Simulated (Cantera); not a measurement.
NH3 + H2O + H2 (abatement and gas-phase synthesis)

Charge: 1 mol NH3, 8.9 mol H2O, 15 mol H2, held at 3175 °C.

Method: chemical equilibrium by Gibbs-energy minimisation in Cantera with the NASA 1993 tables (ideal gas, pure condensed phases). Candidate condensed phases: H2O; 24 gas species. The ideal-gas law is rough above about 30 bar. Rates play no part.

```json
[
 {"P (Pa)": "10", "x H": "0.843", "x H2": "0.000259", "x H2O": "5.32e-8", "x O": "0.148", "x OH": "7.74e-5", "x N2": "0.00753"},
 {"P (Pa)": "65", "x H": "0.842", "x H2": "0.00168", "x H2O": "2.24e-6", "x O": "0.147", "x OH": "0.000502", "x N2": "0.00795"},
 {"P (Pa)": "420", "x H": "0.832", "x H2": "0.0106", "x H2O": "8.99e-5", "x O": "0.145", "x OH": "0.00316", "x N2": "0.00812"},
 {"P (Pa)": "2700", "x H": "0.775", "x H2": "0.0590", "x H2O": "0.00297", "x O": "0.134", "x OH": "0.0174", "x N2": "0.00852"},
 {"P (Pa)": "17000", "x H": "0.584", "x H2": "0.211", "x H2O": "0.0438", "x O": "0.0876", "x OH": "0.0541", "x N2": "0.0105"},
 {"P (Pa)": "110000", "x H": "0.318", "x H2": "0.405", "x H2O": "0.170", "x O": "0.0274", "x OH": "0.0597", "x N2": "0.0143"},
 {"P (Pa)": "720000", "x H": "0.142", "x H2": "0.530", "x H2O": "0.271", "x O": "0.00510", "x OH": "0.0325", "x N2": "0.0171"},
 {"P (Pa)": "4700000", "x H": "0.0588", "x H2": "0.592", "x H2O": "0.315", "x O": "0.000814", "x OH": "0.0140", "x N2": "0.0184"},
 {"P (Pa)": "30000000", "x H": "0.0238", "x H2": "0.619", "x H2O": "0.332", "x O": "0.000129", "x OH": "0.00572", "x N2": "0.0189"}
]
```
x: gas mole fraction; nothing condenses.

From 10.0 Pa to 300 bar nothing is condensed.
